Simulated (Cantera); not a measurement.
## Thermodynamics of titanium nitride, carbide and oxide coatings, feed Ti(OiPr)₄ + O₂ + H₂ + C₃H₈

A closed system holds: 1 mol Ti(OiPr)₄, 1.8 mol O₂, 61 mol H₂, 0.26 mol C₃H₈, held at 1898 K and 133 Pa.

These are equilibrium values from Cantera (NASA tables, ideal gas, pure condensed phases), not measurements of a reactor. Candidate condensed phases: C, C₆H₆, C₇H₈, C₈H₁₈, H₂O, Ti, TiC, TiO, TiO₂, Ti₂O₃, Ti₃O₅, Ti₄O₇; 113 gas species. The feed counts by its element totals alone. TiC: taken at fixed stoichiometry. Rates play no part.

```
Item                                    Result
-----------------------------------  ---------
x(H₂)                                    0.890
x(CO)                                   0.0899
x(H)                                    0.0202
x(C₂H₂ (acetylene))                   0.000335
n(C(graphite))                        4.12 mol
n(TiC(s))                            1.000 mol
gas amount                           84.49 mol
log10 activity of Ti(β) (absent)         -4.39
log10 activity of Ti₂O₃(s) (absent)     -15.57
log10 activity of Ti₃O₅(s) (absent)     -25.88
```
